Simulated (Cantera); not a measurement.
## Thermodynamics of chlorosilane synthesis and conversion, feed SiCl₄ + Cl₂ + H₂

Charge: 1 mol SiCl₄, 1.9 mol Cl₂, 19 mol H₂, equilibrated at 92000 Pa.

These are equilibrium values from Cantera (NASA tables, ideal gas, pure condensed phases), not measurements of a reactor. Candidate condensed phases: Si; 19 gas species. The tables' values for SiCl₃ are old estimates; treat these amounts as uncertain. The numbers say what is thermodynamically allowed, not how fast it happens.

| T (K) | x H₂ | x HCl | x SiCl₄ | x SiCl₂ | x SiCl₃ | x SiHCl₃ | x SiH₂Cl₂ | x H |
|---|---|---|---|---|---|---|---|---|
| 500 | 0.781 | 0.174 | 0.0457 | <1e-12 | <1e-12 | 3.27e-7 | <1e-12 | <1e-12 |
| 650 | 0.781 | 0.174 | 0.0456 | <1e-12 | 3.28e-10 | 1.67e-5 | 3.54e-10 | <1e-12 |
| 800 | 0.781 | 0.174 | 0.0455 | 5.57e-11 | 1.51e-7 | 0.000185 | 6.06e-8 | 2.67e-12 |
| 950 | 0.780 | 0.174 | 0.0447 | 6.83e-8 | 9.57e-6 | 0.000917 | 1.91e-6 | 5.12e-10 |
| 1100 | 0.778 | 0.177 | 0.0427 | 1.09e-5 | 0.000183 | 0.00277 | 2.16e-5 | 2.38e-8 |
| 1250 | 0.773 | 0.182 | 0.0378 | 0.000443 | 0.00153 | 0.00572 | 0.000118 | 4.43e-7 |
| 1400 | 0.758 | 0.197 | 0.0265 | 0.00539 | 0.00581 | 0.00725 | 0.000298 | 4.42e-6 |
| 1550 | 0.733 | 0.222 | 0.0113 | 0.0195 | 0.00889 | 0.00456 | 0.000301 | 2.81e-5 |
| 1700 | 0.715 | 0.241 | 0.00304 | 0.0320 | 0.00703 | 0.00175 | 0.000176 | 0.000130 |
x: gas mole fraction; nothing condenses.

From 500 K to 1700 K nothing is condensed. The main Si-bearing gas is SiCl₄ at 500 K and SiCl₂ at 1700 K.
